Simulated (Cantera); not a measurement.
Cantera run:

```python
import numpy as np
import cantera as ct

gas_names = [...]  # 62 gases of nasa_gas.yaml made of B, F, H, N, O
cond_names = """
    B(b) B(L) BN(s) B2O3(L) B3O3H3(cr) H2O(s) H2O(L)
""".split()


# ... load() reads the species with a 1 bar reference pressure and builds the phases ...
atoms = {
    'BF3': {'B': 1, 'F': 3},
    'O2': {'O': 2},
    'N2': {'N': 2},
    'H2O': {'H': 2, 'O': 1},
}
top_T = {'BN(s)': 3200}  # K; cautious upper limits of use, not melting points


# ... equilibrate(T, P, feed) seeds the gas with the atoms and calls Mixture.equilibrate('TP', solver="vcs", rtol=1e-11, max_steps=5000) ...
results = []
feed = {'BF3': 1, 'O2': 2.3, 'N2': 1.5, 'H2O': 6.4}  # mol
T = 2148  # K
P = 10000  # Pa
mix = equilibrate(T, P, feed)
results.append((T, P, feed, dict(zip(mix.species_names, mix.species_moles))))
x = sorted(zip(gas.X, gas.species_names), reverse=True)
print(f"T = {T:g} K  P = {P:g} Pa  gas = {mix.phase_moles(0):.4g} mol")
print("   x: " + "  ".join(f"{s} {v:.3e}" for v, s in x if v > 1e-05))
print("   condensed (mol): " + ("  ".join(f"{mix.phase(i).name} {mix.phase_moles(i):.4g}"
      for i in range(1, mix.n_phases) if mix.phase_moles(i) > 1e-12) or "none"))
```

Output:

```
T = 2148 K  P = 10000 Pa  gas = 12.28 mol
   x: H2O 3.934e-01  HF 2.007e-01  O2 1.815e-01  N2 1.201e-01  BOF 4.346e-02  HBO2 3.560e-02  OH 1.366e-02  NO 4.060e-03  O 2.598e-03  H2 2.388e-03  BO2 1.489e-03  H 6.440e-04  B2O3 4.188e-04  F 3.896e-05  BF3 1.455e-05
   condensed (mol): none
```

Cantera equilibrium calculation (NASA polynomials, part measured and part estimated; ideal gas, pure solids and liquids).
